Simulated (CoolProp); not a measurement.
R125 at 298.15 K and 2.78 MPa flows at 0.11 m/s in a round tube of 12.7 mm bore and 1.5 µm roughness, fully developed (64/Re and Nu = 3.66 if laminar; Colebrook and Gnielinski if turbulent). Each further row changes one setting.

The numbers come from the reference Helmholtz-energy equation of state, Lemmon 2005 in CoolProp.

```
case               Reynolds number  Darcy friction factor  pressure drop (Pa/m)  heat-transfer coefficient (W/(m² K))  mass flow (kg/h)
-----------------  ---------------  ---------------------  --------------------  ------------------------------------  ----------------
as stated                      ___                    ___                  17.3                                   318               ___
velocity 0.22 m/s            22700                    ___                  58.5                                   585               121
diameter 25.4 mm             22700                    ___                   ___                                   291               ___
```

Task: Fill in the missing entries.

Result: 
- as stated, Reynolds number: 11400
- as stated, Darcy friction factor: 0.0301
- as stated, mass flow (kg/h): 60.7
- velocity 0.22 m/s, Darcy friction factor: 0.0254
- diameter 25.4 mm, Darcy friction factor: 0.0252
- diameter 25.4 mm, pressure drop (Pa/m): 7.27
- diameter 25.4 mm, mass flow (kg/h): 243

Viscosity comes from a separate model (Huber 2006). Thermal conductivity comes from a separate model (Perkins 2006).
